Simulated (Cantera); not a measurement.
A closed system holds: 1 mol PbCl2, 150 mol H2, equilibrated at 18.8 Torr.

Equilibrium computed with Cantera from the NASA thermochemical tables; the gas is ideal and each condensed phase is pure. Candidate condensed phases: Pb, PbCl2; 10 gas species. Rates play no part. All values below are at 1398 K.

Base state: H2 0.981, HCl 0.0128, Pb 0.00627, PbCl 0.000310, H 2.96e-5 (mole fractions); condensed: gas only.

What changes in the equilibrium state with this change: H2 from 150 to 23 mol?


| species | before | after |
|---|---|---|
| H2 | 0.981 | 0.889 |
| HCl | 0.0128 | 0.0709 |
| Pb | 0.00627 | 0.0310 |
| PbCl2 | 1.85e-6 | 0.000307 |
| PbCl | 0.000310 | 0.00889 |
